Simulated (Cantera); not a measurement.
Charge: 1 mol Fe₂O₃, 2.7 mol CO, equilibrated at 1150 K and 0.00480 bar.

Cantera equilibrium calculation (NASA polynomials, part measured and part estimated; ideal gas, pure solids and liquids). Candidate condensed phases: C, Fe, Fe(CO)₅, FeO, Fe₂O₃, Fe₃O₄; 15 gas species. The tables' stoichiometric FeO is somewhat more stable than real wüstite, so its field is too wide. FeO: taken at fixed stoichiometry. Equilibrium is a limit: real reactors are often held back by kinetics, nucleation or transport.

Base state: CO 0.630, CO₂ 0.370 (mole fractions); condensed: FeO(s).

### Question
What changes in the equilibrium state with this change: Fe₂O₃ replaced by TiO₂?

### Answer
```csv
species,before,after
CO,0.630,1.000
CO₂,0.370,0.000499
"FeO(s), mol",2.00,0
"TiO₂(rutile), mol",0,0.995
"Ti₄O₇(s), mol",0,0.00135
```
Mutual solubility and eutectic melting of coexisting phases are not modelled. Condensed phases not in the tables: Magnéli phases beyond Ti₄O₇. Further candidate phases: Ti, TiC, TiO, TiO₂, Ti₂O₃, Ti₃O₅, Ti₄O₇.

### Question
What changes in the equilibrium state with this change: temperature from 1150 K to 2348.15 K?

### Answer
```csv
species,before,after
CO,0.630,0.367
CO₂,0.370,0.342
Fe,<1e-9,0.187
O₂,<1e-9,0.0440
FeO,<1e-9,0.0404
O,<1e-9,0.0198
"FeO(s), mol",2.00,0
"FeO(l), mol",0,1.14
```
